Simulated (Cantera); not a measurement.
Abatement and gas-phase synthesis: H2O + SO2 + O2

A closed system holds: 1 mol H2O, 0.068 mol SO2, 3.8 mol O2, at 0.100 bar.

Cantera equilibrium calculation (NASA polynomials, part measured and part estimated; ideal gas, pure solids and liquids). Candidate condensed phases: H2O, H2SO4, S; 19 gas species. Kinetics and transport are ignored.

```tsv
T (°C)	x O2	x H2O	x O	x OH	x H	x SO2	x H2
750	0.780	0.206	8.70e-10	6.32e-7	<1e-12	0.0101	1.26e-10
950	0.781	0.205	1.13e-7	1.44e-5	1.16e-10	0.0132	1.49e-8
1150	0.781	0.205	3.76e-6	0.000137	1.44e-8	0.0138	4.70e-7
1350	0.780	0.205	5.31e-5	0.000744	5.51e-7	0.0139	6.36e-6
1550	0.779	0.204	0.000421	0.00279	9.55e-6	0.0139	4.86e-5
1750	0.775	0.200	0.00222	0.00798	9.43e-5	0.0139	0.000247
1950	0.765	0.193	0.00864	0.0186	0.000614	0.0138	0.000917
2150	0.740	0.178	0.0266	0.0366	0.00288	0.0134	0.00264
2350	0.690	0.151	0.0679	0.0614	0.0103	0.0126	0.00604
2550	0.604	0.112	0.146	0.0864	0.0292	0.0109	0.0108
```
x: gas mole fraction; nothing condenses.

From 750 °C to 2550 °C nothing is condensed.
